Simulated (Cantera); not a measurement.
## Equilibrium for fluorocarbon and chlorocarbon gases: CHF₃ + Si

Feed: 1 mol CHF₃, 0.14 mol Si, equilibrated at 1.00 bar.

Method: chemical equilibrium by Gibbs-energy minimisation in Cantera with the NASA 1993 tables (ideal gas, pure condensed phases). Candidate condensed phases: C, C₆H₆, C₇H₈, C₈H₁₈, Si, SiC; 113 gas species. Condensed phases not in the tables: fluorocarbon polymer. Gases not in the tables: C₂F₆ and larger saturated fluorocarbons. The numbers say what is thermodynamically allowed, not how fast it happens.

```
T (K)   x HF  x CF₄  x SiF₄     x CF₂     x CF₃  n C(graphite)
-----  -----  -----  ------  --------  --------  -------------
723    0.667  0.240  0.0933    <1e-12    <1e-12          0.640
873    0.667  0.240  0.0933  1.87e-12  2.13e-11          0.640
1023   0.667  0.240  0.0933  5.69e-10   2.16e-9          0.640
1173   0.667  0.240  0.0933   3.95e-8   6.67e-8          0.640
1323   0.667  0.240  0.0933   1.04e-6   9.41e-7          0.640
1473   0.667  0.240  0.0933   1.39e-5   7.71e-6          0.640
1623   0.667  0.240  0.0933  0.000114   4.26e-5          0.640
1773   0.666  0.239  0.0933  0.000650  0.000175          0.639
1923   0.665  0.238  0.0932   0.00280  0.000575          0.638
2073   0.662  0.232  0.0927   0.00962   0.00156          0.633
```
x: gas mole fraction; n: condensed amount in mol.

From 723 K to 2073 K the condensed part is C(graphite). The main Si-bearing gas is SiF₄ throughout.
